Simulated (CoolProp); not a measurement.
Values from CoolProp's reference Helmholtz-energy equation of state, Smukala 2000.

Q: Give the vapour pressure (bar), liquid density (kg/m³), surface tension (mN/m) of saturated ethylene at -131.35, -81.85 °C.

A: 
```tsv
T (°C)	p (bar)	liquid density (kg/m³)	surface tension (mN/m)
-131.35	0.139	606	21.1
-81.85	3.13	535	12.7
```

Surface tension comes from a separate correlation (Mulero 2012).
